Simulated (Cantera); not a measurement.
An adiabatic, constant-pressure homogeneous reactor starts with H2 : O2 : N2 = 1 : 0.806 : 3.03 (molar parts), at 1248 K and 0.217 atm. Integrator tolerance rtol = 1e-08.

Computed with Cantera and the H2/O2 subset of GRI-Mech 3.0, which has no nitrogen chemistry.

```json
[
 {"quantity": "time of steepest temperature rise", "before": "0.160 ms", "after": "0.292 ms"},
 {"quantity": "temperature at 3.00 s", "before": "2478 K", "after": "2052 K"},
 {"quantity": "equilibrium temperature", "before": "2478 K", "after": "2052 K"},
 {"quantity": "x(H2) at 3.00 s", "before": "0.00911 (gas-phase equilibrium 0.00911)", "after": "0.000568 (gas-phase equilibrium 0.000568)"},
 {"quantity": "x(O2) at 3.00 s", "before": "0.0662 (gas-phase equilibrium 0.0662)", "after": "0.0367 (gas-phase equilibrium 0.0367)"},
 {"quantity": "x(O) at 3.00 s", "before": "0.00716 (gas-phase equilibrium 0.00716)", "after": "0.000406 (gas-phase equilibrium 0.000406)"},
 {"quantity": "x(HO2) at 3.00 s", "before": "5.56e-6 (gas-phase equilibrium 5.56e-6)", "after": "7.04e-7 (gas-phase equilibrium 7.04e-7)"},
 {"quantity": "x(H) at 3.00 s", "before": "0.00467 (gas-phase equilibrium 0.00467)", "after": "0.000118 (gas-phase equilibrium 0.000118)"},
 {"quantity": "x(H2O) at 3.00 s", "before": "0.205 (gas-phase equilibrium 0.205)", "after": "0.120 (gas-phase equilibrium 0.120)"}
]
```

### Question
Which change was made?
A) pressure from 0.217 atm to 6.12 atm
B) N2 3.03 to 6.9 parts
C) H2 1 to 2.6 parts
D) initial temperature 1248 to 1650 K

### Answer
B, N2 3.03 to 6.9 parts
